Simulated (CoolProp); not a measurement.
Values from CoolProp's reference Helmholtz-energy equation of state, Bücker 2006.

Problem. Give the vapour pressure (bar), liquid density (kg/m³), liquid viscosity (µPa s) of saturated n-butane at -27.05, -23.35 °C.

Solution. 
```json
[
 {"T (°C)": "-27.05", "p (bar)": "0.326", "liquid density (kg/m³)": "629", "liquid viscosity (µPa s)": "271"},
 {"T (°C)": "-23.35", "p (bar)": "0.388", "liquid density (kg/m³)": "625", "liquid viscosity (µPa s)": "260"}
]
```

Viscosity comes from a separate model (Vogel 1999).
